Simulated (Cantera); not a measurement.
# Premixed flame

A freely propagating, adiabatic, planar premixed flame of H2 : O2 : N2 = 1 : 0.417 : 1.57 (molar parts), equivalence ratio 1.2, unburnt at 675 K and 1.50 bar; mixture-averaged transport, grid criteria slope 0.08 and curve 0.16, no radiation.

Cantera simulation using the H2/O2 subset of GRI-Mech 3.0, which has no nitrogen chemistry; the numbers are that mechanism's predictions, not measurements. Burning velocities carry a grid error of a few per cent, more on coarse grids.

```tsv
z (mm)	T (K)	u (m/s)	x H2	x O2	x H	x H2O	x H2O2	x O
-0.875	675	10.5	0.335	0.140	<1e-8	<1e-8	<1e-8	<1e-8
-0.584	675	10.5	0.335	0.140	<1e-8	<1e-8	<1e-8	<1e-8
-0.438	675	10.5	0.335	0.140	<1e-8	<1e-8	<1e-8	<1e-8
-0.292	675	10.5	0.335	0.140	7.63e-8	7.56e-8	<1e-8	<1e-8
-0.146	686	10.6	0.332	0.140	0.000189	0.000456	1.80e-6	7.71e-6
-0.0729	861	13.1	0.303	0.135	0.00663	0.0160	1.15e-5	0.000382
0	1306	19.2	0.191	0.0930	0.0448	0.106	5.85e-6	0.00587
0.0729	1633	23.7	0.0950	0.0345	0.0725	0.211	2.87e-6	0.0112
0.146	1786	25.7	0.0764	0.0191	0.0697	0.239	1.71e-6	0.0113
0.292	1946	27.7	0.0753	0.0142	0.0568	0.251	9.39e-7	0.00966
0.584	2110	29.6	0.0755	0.0110	0.0428	0.263	5.37e-7	0.00732
1.17	2269	31.5	0.0740	0.00783	0.0303	0.276	3.41e-7	0.00491
2.33	2405	33.0	0.0712	0.00502	0.0203	0.289	2.42e-7	0.00292
```
x: mole fraction of selected species; z is measured from the peak of heat release.

```yaml
laminar_burning_velocity: 1050 cm/s
thermal_thickness: 0.292 mm
peak x(H): 0.0733
peak x(H2O2): 1.15e-5
peak x(O): 0.0115
grid_points: 138
```
